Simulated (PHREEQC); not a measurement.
Make-up at 20 °C: 5 mmol/kgw HCl, 0.072 mmol/kgw AlCl3 and 0.22 mmol/kgw CuCl2. Closed to the air; pH follows from the charge balance.

Model: ion-association model, phreeqc.dat, run in PHREEQC.

**Question.** The ionic strength comes out as 0.00609 mol/kgw. What activity coefficients do Al+3, CuCl+, Cu+2, H+, Cl- get?

**Answer.** Al+3 0.51, CuCl+ 0.92, Cu+2 0.73, H+ 0.93, Cl- 0.92.

Precipitation was switched off in this run. Species that the database lacks are ignored.
